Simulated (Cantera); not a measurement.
**PbO + H₂ + H₂O (hydrogen reduction and annealing atmospheres)**

Input: 1 mol PbO, 1.3 mol H₂, 3.2 mol H₂O, equilibrated at 948.15 K and 0.135 Torr.

Equilibrium computed with Cantera from the NASA thermochemical tables; the gas is ideal and each condensed phase is pure. Candidate condensed phases: H₂O, Pb, PbO, PbO₂, Pb₃O₄; 12 gas species. Kinetics and transport are ignored.

```json
{
  "x(H₂O)": "0.908",
  "x(H₂)": "0.0649",
  "x(Pb)": "0.0267",
  "n(Pb(l))": "0.877 mol",
  "gas_amount": "4.623 mol",
  "log10 activity of PbO₂(s) (absent)": "-14.37"
}
```
